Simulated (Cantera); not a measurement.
Input: 1 mol PbO, 0.41 mol O2, 1.4 mol N2, held at 1325 K and 92.0 Pa.

Method: chemical equilibrium by Gibbs-energy minimisation in Cantera with the NASA 1993 tables (ideal gas, pure condensed phases). Candidate condensed phases: Pb, PbO, PbO2, Pb3O4; 12 gas species. Gases not in the tables: (PbO)n polymers. The numbers say what is thermodynamically allowed, not how fast it happens.

Base state: N2 0.490, PbO 0.316, O2 0.160, Pb 0.0338, NO 0.000320 (mole fractions); condensed: gas only.

**Question.** What changes in the equilibrium state with this change: PbO replaced by HgO?

**Answer.** 
```json
[
 {"species": "N2", "before": "0.490", "after": "0.423"},
 {"species": "Hg", "before": "0", "after": "0.302"},
 {"species": "O2", "before": "0.160", "after": "0.275"},
 {"species": "PbO", "before": "0.316", "after": "0"},
 {"species": "Pb", "before": "0.0338", "after": "0"},
 {"species": "NO", "before": "0.000320", "after": "0.000389"}
]
```
Further candidate phases: Hg, HgO.
